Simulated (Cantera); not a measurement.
Input (Python, Cantera) and output of one run.

```python
import numpy as np
import cantera as ct

gas_names = """
    B BH BH2 BH3 BO BO2 B2 B2O B2O2 B2O3 B3O3H3 H HBO HBO2 HO2 H2 H2O H2O2 H3B3O6 O OH O2 O3
""".split()
cond_names = """
    B(b) B(L) B2O3(L) B3O3H3(cr) H2O(s) H2O(L)
""".split()


# ... load() reads the species with a 1 bar reference pressure and builds the phases ...
atoms = {
    'B2O3': {'B': 2, 'O': 3},
    'H2': {'H': 2},
    'O2': {'O': 2},
}
top_T = {}  # K; cautious upper limits of use, not melting points


# ... equilibrate(T, P, feed) seeds the gas with the atoms and calls Mixture.equilibrate('TP', solver="vcs", rtol=1e-11, max_steps=5000) ...
results = []
feed = {'B2O3': 1, 'H2': 16, 'O2': 0.24}  # mol
T = 1875  # K
for P in [10, 37, 140, 520, 1900, 7200, 27000, 100000]:
    mix = equilibrate(T, P, feed)
    results.append((T, P, feed, dict(zip(mix.species_names, mix.species_moles))))

top = {s: max(r[3][s] / sum(r[3][g] for g in gas_names) for r in results) for s in gas_names}
cols = sorted((s for s in top if top[s] > 1e-06), key=lambda s: -top[s])[:5]
seen = [c for c in cond_names if any(r[3].get(c, 0) > 1e-12 for r in results)]
print("log10 of partial pressures in bar; condensed amounts in mol")
print(f"{'P/Pa':>10s}" + "".join(f"{s[:9]:>10s}" for s in cols + seen))
for T, P, feed, n in results:
    ng = sum(n[g] for g in gas_names)
    print(f"{P:10.4g}" + "".join(f"{np.log10(max(n[s] / ng * P / 1e5, 1e-99)):10.3f}" for s in cols)
          + "".join(f"{n.get(c, 0):10.4g}" for c in seen))
```

It prints:

```
log10 of partial pressures in bar; condensed amounts in mol
      P/Pa        H2         H      HBO2      B2O3       HBO   B2O3(L)
        10    -4.080    -5.224    -5.279    -5.761    -5.946         0
        37    -3.497    -4.932    -4.706    -5.137    -5.312         0
       140    -2.910    -4.639    -4.126    -4.527    -4.695         0
       520    -2.336    -4.352    -3.556    -3.939    -4.104         0
      1900    -1.771    -4.069    -2.993    -3.367    -3.530         0
      7200    -1.192    -3.779    -2.415    -2.784    -2.945         0
   2.7e+04    -0.617    -3.492    -1.841    -2.207    -2.368         0
     1e+05    -0.033    -3.200    -1.404    -2.031    -2.044    0.4385
```

Cantera equilibrium calculation (NASA polynomials, part measured and part estimated; ideal gas, pure solids and liquids).
